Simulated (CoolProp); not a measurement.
Dodecamethylpentasiloxane (MD3M) along the isobar 0.101 MPa: fugacity coefficient from the reference equation and from simpler models built on Tc = 628.0 K, pc = 0.9540 MPa, ω = 0.730; each cubic takes its own stable root.

Values from CoolProp's reference Helmholtz-energy equation of state, Thol 2019.

```
T (K)   phase  reference
-----  ------  ---------
398.5  liquid    0.03795
426.2  liquid     0.1104
453.9  liquid     0.2672
481.6  liquid     0.5578
509.3     gas     0.9081
536.9     gas     0.9262
564.6     gas     0.9401
592.3     gas     0.9509
620       gas     0.9594
```

How far does each simpler model (van der Waals, Soave-Redlich-Kwong, Peng-Robinson) lie from the reference over these 9 states: mean and median of the absolute difference, and the worst?


- van der Waals: mean 373.7 %, median 4.4 %, worst +2297.6 % at 398.5 K and 0.101 MPa
- Soave-Redlich-Kwong: mean 1.1 %, median 1.3 %, worst +2.0 % at 398.5 K and 0.101 MPa
- Peng-Robinson: mean 3.0 %, median 0.9 %, worst +11.0 % at 398.5 K and 0.101 MPa

At some of these states van der Waals gives the other phase, because its saturation line lies elsewhere.
